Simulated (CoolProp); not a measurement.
Properties of R1233zd(E) along the isobar 4.31 MPa.

The numbers come from the reference Helmholtz-energy equation of state, Akasaka 2022 in CoolProp.

```tsv
T (K)	phase	Joule-Thomson coefficient (K/MPa)	fugacity coefficient
325.8	liquid	[?]	0.07911
334.1	liquid	[?]	0.09812
342.4	liquid	-0.1461	0.1200
350.7	liquid	-0.1009	0.1447
358.9	liquid	-0.04870	0.1721
367.2	liquid	0.01380	0.2028
375.5	liquid	0.08914	0.2364
383.8	liquid	0.1818	0.2727
392.1	liquid	0.2989	0.3117
400.3	liquid	0.4494	[?]
408.6	liquid	0.6564	0.3958
416.9	liquid	0.9555	0.4408
425.2	liquid	1.427	0.4868
433.4	liquid	2.272	0.5326
441.7	supercritical	4.303	0.5782
450	supercritical	11.83	0.6200
```

**Question.** Fill in the missing entries.

**Answer.** 
- 325.8, Joule-Thomson coefficient (K/MPa): -0.2196
- 334.1, Joule-Thomson coefficient (K/MPa): -0.1853
- 400.3, fugacity coefficient: 0.3525
